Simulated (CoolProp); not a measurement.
The fluid at 298.15 K and 5.13 MPa flows at 1.2 m/s in a round tube of 4.6 mm bore and 15 µm roughness, fully developed (64/Re and Nu = 3.66 if laminar; Colebrook and Gnielinski if turbulent). The same conditions are run with several fluids, on thermodynamics alone (safety and materials aside).

The numbers come from the reference Helmholtz-energy equation of state of each fluid (R22: Kamei 1995; R141b: Lemmon 2006; R11: Jacobsen 1992; R404A: Lemmon 2003; R124: de Vries 1995) in CoolProp. Blends and air are pseudo-pure fits.

### Question
Rank R22, R141b, R11, R404A, R124 by Reynolds number, highest first.

### Answer
R22 (48800), R404A (42200), R124 (28000), R11 (18000), R141b (15900)

```tsv
fluid	Darcy friction factor	pressure drop (Pa/m)	heat-transfer coefficient (W/(m² K))	mass flow (kg/h)
R22	0.0292	5540	4470	87.1
R141b	0.0329	6400	2470	89.3
R11	0.0323	7540	2490	107
R404A	0.0295	5000	3790	77.7
R124	0.0307	6610	3020	99.0
```

Transport values come from each fluid's own correlations; those of R22, R141b, R11, R124 are estimates that may be off by 10 % or more.
